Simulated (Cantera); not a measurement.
# Ignition delay

Mixture: 37.1 % H2, 13.2 % O2, 49.7 % N2, at 4.93 atm, adiabatic and at constant volume. Ignition delay is the time to a rise of 400 K.

Model: GRI-Mech 3.0 (53 species, 325 reactions), integrated in Cantera. The hydrogen kinetics of GRI-Mech 3.0 are dated; newer H2 mechanisms differ, most at raised pressure. Below about 950 K walls govern HO2 and H2O2 in real vessels.

| T0 (K) | delay (ms) |
|---|---|
| 900 | 133 |
| 950 | 33.3 |
| 1000 | 8.86 |
| 1050 | 2.28 |
| 1100 | 0.453 |
| 1150 | 0.0498 |

```json
{
  "apparent activation energy between 1050 and 1150 K": "380 kJ/mol"
}
```
